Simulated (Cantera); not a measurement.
Charge: 1 mol BCl3, 9.8 mol O2, 0.89 mol H2, at 1625 K and 0.133 bar.

Method: chemical equilibrium by Gibbs-energy minimisation in Cantera with the NASA 1993 tables (ideal gas, pure condensed phases). Candidate condensed phases: B, B2O3, B3O3H3, H2O; 33 gas species. The tables' values for BOCl are old estimates; treat these amounts as uncertain. Gases not in the tables: H3BO3. The numbers say what is thermodynamically allowed, not how fast it happens.

Base state: O2 0.759, HCl 0.131, Cl 0.0607, Cl2 0.0304, HBO2 0.0114, H2O 0.00388, B2O3 0.00171, BOCl 0.000515 (mole fractions); condensed: B2O3(l).

Q: What changes in the equilibrium state with this change: temperature from 1625 K to 2398.15 K?

A: 
| species | before | after |
|---|---|---|
| O2 | 0.759 | 0.663 |
| Cl | 0.0607 | 0.159 |
| HCl | 0.131 | 0.0681 |
| O | 4.65e-5 | 0.0191 |
| BO2 | 0.000346 | 0.0219 |
| Cl2 | 0.0304 | 0.000488 |
| B2O3 | 0.00171 | 0.0113 |
| H2O | 0.00388 | 0.0145 |
| HBO2 | 0.0114 | 0.0303 |
| BO | 4.59e-9 | 0.000218 |
| H | 6.35e-8 | 0.000568 |
| H2 | 1.08e-7 | 0.000173 |
| OH | 9.60e-5 | 0.00871 |
| B2O3(l), mol | 0.407 | 0 |
